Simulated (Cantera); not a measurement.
A closed system holds: 1 mol CO, 14 mol H2, 1.1 mol N2, 0.5 mol O2, at 75.0 Torr.

Method: chemical equilibrium by Gibbs-energy minimisation in Cantera with the NASA 1993 tables (ideal gas, pure condensed phases). Candidate condensed phases: C, C6H6, C7H8, C8H18, H2O; 136 gas species. The numbers say what is thermodynamically allowed, not how fast it happens. All values below are at 1598 K.

Base state: H2 0.809, N2 0.0683, CO 0.0606, H2O 0.0606, CO2 0.00151, H 0.000151 (mole fractions); condensed: gas only.

### Question
What changes in the equilibrium state with this change: O2 from 0.5 to 0.28 mol?

### Answer
```tsv
species	before	after
H2	0.809	0.835
N2	0.0683	0.0683
CO	0.0606	0.0613
H2O	0.0606	0.0339
CO2	0.00151	0.000831
H	0.000151	0.000154
```
